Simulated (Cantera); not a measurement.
What does this Cantera script print?

```python
import numpy as np
import cantera as ct

gas_names = [...]  # 49 gases of nasa_gas.yaml made of Cl, F, H, N, Si
cond_names = """
    NH4CL(a) NH4CL(b) Si(cr) Si(L) Si3N4(a)
""".split()


# ... load() reads the species with a 1 bar reference pressure and builds the phases ...
atoms = {
    'Si': {'Si': 1},
    'HCl': {'H': 1, 'CL': 1},
    'NF3': {'N': 1, 'F': 3},
}
top_T = {'Si3N4(a)': 2400}  # K; cautious upper limits of use, not melting points


# ... equilibrate(T, P, feed) seeds the gas with the atoms and calls Mixture.equilibrate('TP', solver="vcs", rtol=1e-11, max_steps=5000) ...
results = []
T = 1523.15  # K
P = 100000  # Pa
for m in [0.69, 0.83, 1, 1.2, 1.4, 1.7, 2.1, 2.5, 3.1, 3.7, 4.5, 5.4]:
    feed = {'Si': 1, 'HCl': 5.4, 'NF3': m}  # mol
    mix = equilibrate(T, P, feed)
    results.append((T, P, feed, dict(zip(mix.species_names, mix.species_moles))))
    x = sorted(zip(gas.X, gas.species_names), reverse=True)
    print(f"T = {T:g} K  P = {P:g} Pa  n(NF3) = {m:g} mol  gas = {mix.phase_moles(0):.4g} mol")
    print("   x: " + "  ".join(f"{s} {v:.3e}" for v, s in x if v > 1e-06))
    print("   condensed (mol): " + ("  ".join(f"{mix.phase(i).name} {mix.phase_moles(i):.4g}"
          for i in range(1, mix.n_phases) if mix.phase_moles(i) > 1e-12) or "none"))
```

Result:

```
T = 1523.15 K  P = 100000 Pa  n(NF3) = 0.69 mol  gas = 5.82 mol
   x: HCL 6.061e-01  H2 1.557e-01  SiF4 8.476e-02  SiCL4 7.223e-02  N2 5.927e-02  SiCL3 7.321e-03  HF 7.076e-03  SiCL2 2.215e-03  SiHCL3 2.083e-03  SiF3 2.070e-03  SiHF3 1.078e-03  CL 2.854e-05  SiF2 2.764e-05  SiH2CL2 9.669e-06  H 9.135e-06  SiH2F2 6.221e-06
   condensed (mol): none
T = 1523.15 K  P = 100000 Pa  n(NF3) = 0.83 mol  gas = 6.087 mol
   x: HCL 6.416e-01  H2 1.176e-01  SiF4 9.824e-02  N2 6.818e-02  SiCL4 5.640e-02  HF 8.268e-03  SiCL3 4.695e-03  SiF3 1.785e-03  SiCL2 1.167e-03  SiHCL3 1.161e-03  SiHF3 8.081e-04  CL 3.475e-05  SiF2 1.774e-05  H 7.941e-06  SiH2CL2 3.848e-06  SiH2F2 3.016e-06
   condensed (mol): none
T = 1523.15 K  P = 100000 Pa  n(NF3) = 1 mol  gas = 6.415 mol
   x: HCL 6.814e-01  SiF4 1.130e-01  N2 7.794e-02  H2 7.471e-02  SiCL4 3.776e-02  HF 1.005e-02  SiCL3 2.358e-03  SiF3 1.346e-03  SiHF3 4.856e-04  SiHCL3 4.649e-04  SiCL2 4.398e-04  CL 4.631e-05  SiF2 8.765e-06  H 6.328e-06
   condensed (mol): none
T = 1523.15 K  P = 100000 Pa  n(NF3) = 1.2 mol  gas = 6.805 mol
   x: HCL 7.229e-01  SiF4 1.282e-01  N2 8.817e-02  H2 2.846e-02  SiCL4 1.707e-02  HF 1.342e-02  SiF3 7.060e-04  SiCL3 6.203e-04  SiHF3 1.572e-04  CL 7.960e-05  SiHCL3 7.547e-05  SiCL2 6.730e-05  H 3.906e-06  SiF2 2.125e-06  CL2 1.366e-06
   condensed (mol): none
T = 1523.15 K  P = 100000 Pa  n(NF3) = 1.4 mol  gas = 7.225 mol
   x: HCL 7.170e-01  SiF4 1.377e-01  N2 9.688e-02  HF 3.039e-02  CL2 1.038e-02  CL 6.939e-03  SiCL4 6.756e-04  SiF3 3.811e-06  H2 3.685e-06
   condensed (mol): none
T = 1523.15 K  P = 100000 Pa  n(NF3) = 1.7 mol  gas = 7.866 mol
   x: HCL 5.466e-01  HF 1.398e-01  SiF4 1.271e-01  N2 1.081e-01  CL2 6.147e-02  CL 1.689e-02  CLF 1.346e-06
   condensed (mol): none
T = 1523.15 K  P = 100000 Pa  n(NF3) = 2.1 mol  gas = 8.703 mol
   x: HCL 3.562e-01  HF 2.643e-01  N2 1.207e-01  CL2 1.203e-01  SiF4 1.149e-01  CL 2.363e-02  CLF 7.643e-06
   condensed (mol): none
T = 1523.15 K  P = 100000 Pa  n(NF3) = 2.5 mol  gas = 9.534 mol
   x: HF 3.671e-01  HCL 1.993e-01  CL2 1.695e-01  N2 1.311e-01  SiF4 1.049e-01  CL 2.804e-02  CLF 2.673e-05  F 2.084e-06  H2F2 1.675e-06
   condensed (mol): none
T = 1523.15 K  P = 100000 Pa  n(NF3) = 3.1 mol  gas = 10.78 mol
   x: HF 4.908e-01  CL2 2.287e-01  N2 1.438e-01  SiF4 9.280e-02  CL 3.257e-02  HCL 1.028e-02  CLF 9.350e-04  F 6.276e-05  H2F2 2.995e-06
   condensed (mol): none
T = 1523.15 K  P = 100000 Pa  n(NF3) = 3.7 mol  gas = 12.02 mol
   x: HF 4.491e-01  N2 1.539e-01  CL2 1.463e-01  CLF 1.305e-01  SiF4 8.318e-02  CL 2.605e-02  F 1.095e-02  HCL 4.312e-05  F2 1.316e-05  H2F2 2.507e-06
   condensed (mol): none
T = 1523.15 K  P = 100000 Pa  n(NF3) = 4.5 mol  gas = 13.75 mol
   x: HF 3.926e-01  CLF 2.625e-01  N2 1.636e-01  SiF4 7.270e-02  CL2 5.692e-02  F 3.532e-02  CL 1.625e-02  F2 1.369e-04  HCL 7.289e-06  H2F2 1.916e-06
   condensed (mol): none
T = 1523.15 K  P = 100000 Pa  n(NF3) = 5.4 mol  gas = 16.12 mol
   x: HF 3.350e-01  CLF 3.115e-01  N2 1.675e-01  F 1.078e-01  SiF4 6.204e-02  CL2 8.600e-03  CL 6.316e-03  F2 1.276e-03  H2F2 1.395e-06
   condensed (mol): none
```

These are equilibrium values from Cantera (NASA tables, ideal gas, pure condensed phases), not measurements of a reactor. The tables' values for SiCl3, SiF3, SiF2 are old estimates; treat these amounts as uncertain.
